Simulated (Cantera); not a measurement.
A freely propagating, adiabatic, planar premixed flame of H₂ : O₂ : N₂ = 1 : 0.521 : 1.96 (molar parts), equivalence ratio 0.96, unburnt at 398 K and 8.78 atm; mixture-averaged transport, grid criteria slope 0.08 and curve 0.16, no radiation.

Computed with Cantera and the H2/O2 subset of GRI-Mech 3.0, which has no nitrogen chemistry. The hydrogen kinetics of GRI-Mech 3.0 are dated; newer H2 mechanisms differ, most at raised pressure. Burning velocities carry a grid error of a few per cent, more on coarse grids.

Question: Predict: laminar burning velocity; thermal thickness; peak x(OH); peak x(H); peak x(O).

Answer: 
```
Item                         Result
------------------------  ---------
laminar burning velocity   238 cm/s
thermal thickness         0.0283 mm
peak x(OH)                   0.0133
peak x(H)                    0.0133
peak x(O)                   0.00461
```
